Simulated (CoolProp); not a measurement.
Vapour-liquid equilibrium of isobutene (1) + n-butane (2) at 79.65 °C; x and y are mole fractions of (1).

Values from CoolProp's multi-fluid Helmholtz-energy mixture model, Lemmon 2005 and Bücker 2006; pair parameters Bell 2016.

```tsv
x	bubble pressure, mixture model (bar)	bubble pressure, Raoult's law (bar)	y, mixture model	y, Raoult's law
0.05	10.17	10.15	0.059	0.060
0.2	10.54	10.46	0.227	0.232
0.35	10.87	10.78	0.385	0.395
0.5	11.19	11.10	0.535	0.548
0.65	11.49	11.41	0.679	0.692
0.8	11.78	11.73	0.819	0.829
0.95	12.06	12.05	0.955	0.958
```

The largest gap from Raoult's law is +0.8 % in bubble pressure, at x = 0.35. No azeotrope shows between x = 0.05 and 0.95.

The pair parameters rest on a limited set of measurements; away from them the model extrapolates.
